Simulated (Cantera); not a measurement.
Input: 1 mol SiH₂Cl₂, 4.7 mol HCl, 850 mol H₂, held at 1650 K and 10.0 mbar.

These are equilibrium values from Cantera (NASA tables, ideal gas, pure condensed phases), not measurements of a reactor. Candidate condensed phases: Si; 19 gas species. Equilibrium is a limit: real reactors are often held back by kinetics, nucleation or transport.

Base state: H₂ 0.991, HCl 0.00741, H 0.000905, SiCl₂ 0.000197, Si 2.68e-5 (mole fractions); condensed: Si(s).

Q: What changes in the equilibrium state with this change: temperature from 1650 K to 950 K?

A: 
| species | before | after |
|---|---|---|
| H₂ | 0.991 | 0.994 |
| HCl | 0.00741 | 0.00571 |
| SiCl₄ | <1e-9 | 0.000300 |
| H | 0.000905 | 5.55e-9 |
| SiHCl₃ | 5.82e-9 | 0.000239 |
| Si | 2.68e-5 | <1e-9 |
| SiH₂Cl₂ | 2.23e-8 | 1.94e-5 |
| SiCl₃ | 1.52e-7 | 2.12e-5 |
| SiCl₂ | 0.000197 | 5.01e-5 |
| Si(s), mol | 0.792 | 0.461 |
The tables' values for SiCl₃ are old estimates; treat these amounts as uncertain.
